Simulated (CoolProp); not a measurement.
Saturation properties of isobutene.

The numbers come from the reference Helmholtz-energy equation of state, Lemmon 2005 in CoolProp. It is a short technical equation, of lower accuracy than the large ones.

```tsv
T (K)	p (bar)	vapour density (kg/m³)	liquid cp (kJ/(kg K))	surface tension (mN/m)
254.3	0.6216	1.702	2.176	17.2
266.6	1.031	2.729	2.226	15.6
278.9	1.627	4.181	2.280	14.1
291.3	2.465	6.189	2.341	12.6
303.6	3.586	8.850	2.408	11.1
315.9	5.053	12.34	2.483	9.63
328.3	6.944	16.89	2.570	8.22
340.6	?	22.71	2.671	6.85
352.9	12.18	30.20	2.794	5.54
365.3	?	40.00	?	4.28
377.6	19.91	52.91	3.184	3.09
389.9	24.91	70.78	3.565	1.98
402.3	30.88	98.12	4.458	0.969
```

### Question
What belongs in the gaps?

### Answer

- 340.6, p (bar): 9.292
- 365.3, p (bar): 15.71
- 365.3, liquid cp (kJ/(kg K)): 2.956

It boils at 266.1 K under 1 atm.

Surface tension comes from a separate correlation (Mulero 2012).
